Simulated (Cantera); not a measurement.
# PbO + N2 (iron carbonyl, mercury and lead vapours)

Input: 1 mol PbO, 1.8 mol N2, held at 3.90 mbar.

Cantera equilibrium calculation (NASA polynomials, part measured and part estimated; ideal gas, pure solids and liquids). Candidate condensed phases: Pb, PbO, PbO2, Pb3O4; 12 gas species. The numbers say what is thermodynamically allowed, not how fast it happens.

From 400 °C to 450 °C the condensed part is PbO(red). From 500 °C to 700 °C the condensed part is PbO(yellow).

| T (°C) | log p N2 | log p PbO | log p Pb | log p O2 | log p NO | n PbO(red) | n PbO(yellow) |
|---|---|---|---|---|---|---|---|
| 400 | -2.41 | -13.63 | -14.08 | <-14 | <-14 | 1.00 | 0 |
| 450 | -2.41 | -12.11 | -12.64 | -12.98 | -13.64 | 1.00 | 0 |
| 500 | -2.41 | -10.79 | -11.37 | -11.70 | -12.57 | 0 | 1.00 |
| 550 | -2.41 | -9.64 | -10.26 | -10.58 | -11.64 | 0 | 1.00 |
| 600 | -2.41 | -8.63 | -9.28 | -9.60 | -10.81 | 0 | 1.000 |
| 650 | -2.41 | -7.72 | -8.41 | -8.72 | -10.08 | 0 | 1.000 |
| 700 | -2.41 | -6.92 | -7.63 | -7.94 | -9.42 | 0 | 1.000 |
log p: log10 of the partial pressure in bar; n: condensed amount in mol.
